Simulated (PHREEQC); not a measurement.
A solution holds 0.0011 mol FeSO4, 0.25 mol ZnCl2 and 0.00072 mol Na2SO4 per kg of water, at 40 °C. It is in equilibrium with CO2 at log p = -3.4 (atm). Otherwise closed; pH follows from the charge balance.

Computed with PHREEQC (ion-association model, phreeqc.dat).

No solid was allowed to form.

Q: Order these Fe species by the share of Fe that they hold, largest first: Fe+2, FeCl+, FeSO4.

A: Fe+2 (90 %), FeCl+ (9.7 %), FeSO4 (0.59 %)

Q: Order these Cl species by the share of Cl that they hold, largest first: ZnCl2, Cl-, ZnCl4-2, ZnCl+, ZnCl3-.

A: Cl- (78 %), ZnCl+ (13 %), ZnCl2 (3.9 %), ZnCl3- (3.2 %), ZnCl4-2 (1.9 %)

The pH is 4.76 and the ionic strength 0.572 mol/kgw. At this temperature some constants are extrapolated from 25 °C, and those without enthalpy data are left unchanged.
